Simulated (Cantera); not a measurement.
An adiabatic, constant-volume homogeneous reactor starts with 5.87 % CH₄, 7.81 % O₂, 86.3 % N₂, at 1573 K and 1.01 bar.

Model: GRI-Mech 3.0 (53 species, 325 reactions), integrated in Cantera.

x: mole fraction; the columns are a selection and need not sum to one.

```tsv
t (s)	T (K)	P (bar)	x CH₄	x O₂	x C₂H	x NO₂	x HO₂
4.00e-6	1573	1.01	0.0587	0.0781	<1e-12	<1e-12	…
1.04e-5	1573	1.01	0.0587	0.0781	<1e-12	<1e-12	…
2.71e-5	1573	1.01	0.0587	0.0781	<1e-12	<1e-12	…
7.04e-5	1573	1.01	0.0587	0.0781	<1e-12	<1e-12	…
0.000183	1573	1.01	0.0586	0.0781	<1e-12	<1e-12	…
0.000477	1574	1.01	0.0582	0.0778	<1e-12	<1e-12	…
0.00124	1604	1.04	0.0514	0.0739	2.38e-10	3.91e-12	…
0.00323	2422	1.63	<1e-12	6.97e-5	<1e-12	3.33e-9	…
0.00839	2426	1.63	<1e-12	5.27e-5	<1e-12	4.28e-9	2.31e-8
0.0218	2425	1.63	<1e-12	5.22e-5	<1e-12	5.65e-9	2.29e-8
0.0568	2425	1.63	<1e-12	5.20e-5	<1e-12	6.25e-9	2.28e-8
0.148	2425	1.63	<1e-12	5.20e-5	<1e-12	6.27e-9	2.28e-8
0.384	2425	1.63	<1e-12	5.20e-5	<1e-12	6.27e-9	2.28e-8
1.00	2425	1.63	<1e-12	5.20e-5	<1e-12	6.27e-9	2.28e-8
```

### Question
What belongs in the gaps?

### Answer

- 4.00e-6, x HO₂: 1.73e-7
- 1.04e-5, x HO₂: 4.36e-7
- 2.71e-5, x HO₂: 1.04e-6
- 7.04e-5, x HO₂: 2.09e-6
- 0.000183, x HO₂: 2.66e-6
- 0.000477, x HO₂: 4.24e-6
- 0.00124, x HO₂: 2.76e-5
- 0.00323, x HO₂: 3.09e-8
